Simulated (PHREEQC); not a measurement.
A solution holds 0.0068 mol/kgw CuSO4, 8.7e-05 mol/kgw CaCl2, 0.16 mol/kgw HCl and 0.0018 mol/kgw Na2SO4, at 75 °C. Closed to the air; pH follows from the charge balance.

Model: ion-association model, phreeqc.dat, run in PHREEQC.

No solid was allowed to form.

Question: Estimate the pH, specific conductance, density.

Answer: pH 0.92; specific conductance 122000 µS/cm; density 0.979 g/cm³.

Question: In which forms is Cl present?

Answer: Cl- 98 %, CuCl+ 2.1 % of the Cl.

Constants without temperature data keep their 25 °C values here.
